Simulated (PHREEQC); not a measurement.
Make-up at 25 °C: 0.00034 mol/kgw PbCl2 and 7e-05 mol/kgw KNO3. Closed to the air; pH follows from the charge balance.

The numbers come from PHREEQC with the ion-association model, phreeqc.dat.

Precipitation was switched off in this run.

Q: What pH does the model give?

A: pH 5.62.

Q: In which forms is Cl present?

A: Cl- 99 %, PbCl+ 1.1 % of the Cl.

Species that the database lacks are ignored.
